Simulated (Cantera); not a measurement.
A closed system holds: 1 mol CH₃Cl, 0.23 mol F₂, equilibrated at 3050 K and 0.320 bar.

Cantera equilibrium calculation (NASA polynomials, part measured and part estimated; ideal gas, pure solids and liquids). The tables' values for CCl are old estimates; treat these amounts as uncertain. Kinetics and transport are ignored.

| species | before | after |
|---|---|---|
| H₂ | 0.253 | 0.330 |
| HCl | 0.267 | 0.298 |
| H | 0.163 | 0.187 |
| HF | 0.176 | 0.0411 |
| C₂H₂ (acetylene) | 0.0182 | 0.0237 |
| Cl | 0.117 | 0.114 |
| CF | 9.83e-5 | 2.01e-5 |
| F | 0.000768 | 0.000157 |
| CH₃ | 1.53e-5 | 2.28e-5 |
| C₂H₂ (vinylidene) | 6.41e-5 | 8.37e-5 |
| CH₂ | 2.32e-5 | 3.02e-5 |
| C₄H₂ | 0.000544 | 0.000710 |
| C(graphite), mol | 0.870 | 0.849 |
Gas species are given as mole fractions.

Which change was made?
A. temperature from 3050 K to 1975 K
B. temperature from 3050 K to 2675 K
C. F₂ from 0.23 to 0.05 mol
D. temperature from 3050 K to 998.15 K

C, F₂ from 0.23 to 0.05 mol
